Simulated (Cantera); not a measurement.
A freely propagating, adiabatic, planar premixed flame of H₂ : O₂ : N₂ = 1 : 0.575 : 2.16 (molar parts), equivalence ratio 0.87, unburnt at 675 K and 10.0 bar; mixture-averaged transport, grid criteria slope 0.08 and curve 0.16, no radiation.

Model: the H2/O2 subset of GRI-Mech 3.0, which has no nitrogen chemistry, integrated in Cantera. The hydrogen kinetics of GRI-Mech 3.0 are dated; newer H2 mechanisms differ, most at raised pressure. Burning velocities carry a grid error of a few per cent, more on coarse grids.

x: mole fraction of selected species; z is measured from the peak of heat release.

```
z (mm)    T (K)  u (m/s)     x H₂    x O₂    x H₂O₂    x H₂O       x O     x OH
--------  -----  -------  -------  ------  --------  -------  --------  -------
-0.0783     675     6.34    0.268   0.154     <1e-8  1.27e-8     <1e-8    <1e-8
-0.0522     675     6.33    0.267   0.154     <1e-8  6.86e-7     <1e-8    <1e-8
-0.0392     675     6.33    0.267   0.154   1.53e-8  4.59e-6     <1e-8    <1e-8
-0.0261     678     6.32    0.263   0.155   4.09e-7  8.25e-5   9.35e-8    <1e-8
-0.0131     [?]     6.84    0.234   0.158   4.50e-5  0.00607   2.01e-5  6.98e-5
-0.00653    [?]     9.33    0.182   0.147  0.000129   0.0444  0.000498  0.00117
0           [?]     12.9    0.111   0.109   2.40e-5    0.126   0.00321  0.00440
0.00653     [?]     15.5   0.0586  0.0679   5.64e-6    0.197   0.00625   0.0102
0.0131      [?]     16.9   0.0360  0.0472   3.93e-6    0.231   0.00730   0.0148
0.0261     2195     18.3   0.0236  0.0354   2.68e-6    0.254   0.00627   0.0174
0.0522     2345     19.4   0.0163  0.0305   1.92e-6    0.270   0.00390   0.0161
0.104      2450     20.1   0.0101  0.0277   1.44e-6    0.283   0.00213   0.0132
0.209      2507     20.5  0.00603  0.0262   1.20e-6    0.290   0.00123   0.0106
```

Problem. Fill in the missing entries.

Solution. 
- -0.0131, T (K): 757
- -0.00653, T (K): 1071
- 0, T (K): 1518
- 0.00653, T (K): 1836
- 0.0131, T (K): 2014
